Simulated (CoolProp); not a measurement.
Saturation properties of chlorine (Tc = 416.9 K, pc = 76.42 bar, ω = 0.070).

The numbers come from the reference Helmholtz-energy equation of state, Thol 2021 in CoolProp.

| T (K) | p (bar) | liquid density (kg/m³) | vapour density (kg/m³) | enthalpy of vaporisation (kJ/kg) | liquid cp (kJ/(kg K)) |
|---|---|---|---|---|---|
| 212.2 | 0.2597 | 1637 | 1.054 | 301.7 | 0.9378 |
| 223.5 | 0.4804 | 1607 | 1.862 | 295.6 | 0.9378 |
| 234.9 | 0.8353 | 1575 | 3.104 | 289.4 | 0.9396 |
| 246.3 | 1.371 | 1544 | 4.910 | 282.9 | 0.9433 |
| 257.7 | 2.145 | 1512 | 7.430 | 276.0 | 0.9493 |
| 269.1 | 3.216 | 1480 | 10.83 | 268.8 | 0.9578 |
| 280.4 | 4.638 | 1447 | 15.26 | 261.1 | 0.9689 |
| 291.8 | 6.504 | 1412 | 21.01 | 252.8 | 0.9832 |
| 303.2 | 8.875 | 1377 | 28.28 | 243.9 | 1.001 |

It boils at 239.2 K under 1 atm.
